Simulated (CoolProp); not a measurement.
Vapour-liquid equilibrium of CH2F2 (R32) (1) + R152A (2) at 0.0184 MPa; x and y are mole fractions of (1).

The numbers come from the multi-fluid Helmholtz-energy mixture model, Tillner-Roth 1997 and Outcalt 1996; pair parameters Bell 2016 in CoolProp.

Question: Give the bubble temperature and the first vapour's composition at x = 0.2, 0.35, 0.65. Is there an azeotrope?

Answer: x = 0.2: -65.5 °C, y = 0.541; x = 0.35: -69.8 °C, y = 0.719; x = 0.65: -75.6 °C, y = 0.897. No azeotrope shows between x = 0.05 and 0.95.

Pair parameters are fitted to limited data, so mixtures are less certain than the pure fluids.
